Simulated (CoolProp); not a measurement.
Vapour-liquid equilibrium of R245fa (1) + isopentane (2) at 0.128 MPa; x and y are mole fractions of (1).

The numbers come from the multi-fluid Helmholtz-energy mixture model, Akasaka 2015 and Lemmon 2006; pair parameters Bell 2016 in CoolProp.

| x | bubble temperature, mixture model (K) | bubble temperature, Raoult's law (K) | y, mixture model | y, Raoult's law |
|---|---|---|---|---|
| 0.05 | … | 307.0 | 0.232 | 0.079 |
| 0.2 | 291.1 | 304.3 | 0.524 | 0.290 |
| 0.35 | … | 302.0 | 0.615 | 0.467 |
| 0.5 | 287.0 | 299.9 | 0.646 | 0.619 |
| 0.65 | 286.9 | 298.0 | 0.657 | 0.750 |
| 0.8 | 287.1 | 296.3 | 0.680 | 0.866 |
| 0.95 | 290.3 | 294.7 | … | 0.968 |

**Question.** Some entries are withheld; supply them.

**Answer.** 
- 0.05, bubble temperature, mixture model (K): 301.2
- 0.35, bubble temperature, mixture model (K): 287.8
- 0.95, y, mixture model: 0.828

The largest gap from Raoult's law is -14.2 K in bubble temperature, at x = 0.35. y crosses x between x = 0.65 and 0.8: the model has an azeotrope there.

Pair parameters are fitted to limited data, so mixtures are less certain than the pure fluids. With so large a gap from Raoult's law the liquid may split in two, which this calculation doesn't test in full.
